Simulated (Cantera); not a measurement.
A closed system holds: 1 mol n-butane, 0.027 mol CO2, 6.6 mol H2.

Cantera equilibrium calculation (NASA polynomials, part measured and part estimated; ideal gas, pure solids and liquids). Candidate condensed phases: C, C6H6, C7H8, C8H18, H2O; 110 gas species. The ideal-gas law is rough above about 30 bar. The numbers say what is thermodynamically allowed, not how fast it happens.

**Question.** What condenses at these points (T in °C, P in Pa): (1900, 40); (500, 2500000); (2500, 40); (2500, 630); (500, 630)?

**Answer.** 
| T (°C) | P in Pa | condensed phases | C condensed (%) |
|---|---|---|---|
| 1900 | 40 | C | 97.5 |
| 500 | 2500000 | gas only | 0.0 |
| 2500 | 40 | gas only | 0.0 |
| 2500 | 630 | C | 81.6 |
| 500 | 630 | C | 95.3 |
